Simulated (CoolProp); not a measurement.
A single-stage vapour-compression cycle with R245ca: evaporating at 279.15 K (dew point), condensing at 307.15 K (bubble point), superheat 5 K, subcooling 0 K, compressor efficiency 0.8, no pressure losses. Each further row changes one setting.

The numbers come from the reference Helmholtz-energy equation of state, Zhou 2016 in CoolProp.

```csv
case,cooling COP,pressure ratio,discharge temperature (K),refrigerating effect (kJ/kg),volumetric capacity (kJ/m³)
as stated,…,3.11,314.5,181,473
evaporating temperature 284.15 K,9.07,2.49,313.7,…,596
condensing temperature 302.15 K,…,2.59,309.5,188,491
subcooling 5 K,7.45,3.11,314.5,188,491
superheat 15 K,7.25,3.11,…,…,478
compressor efficiency 0.7,…,3.11,…,181,473
```

**Question.** Complete the blanks.

**Answer.** 
- as stated, cooling COP: 7.17
- evaporating temperature 284.15 K, refrigerating effect (kJ/kg): 185
- condensing temperature 302.15 K, cooling COP: 8.92
- superheat 15 K, discharge temperature (K): 324.6
- superheat 15 K, refrigerating effect (kJ/kg): 190
- compressor efficiency 0.7, cooling COP: 6.27
- compressor efficiency 0.7, discharge temperature (K): 318.2
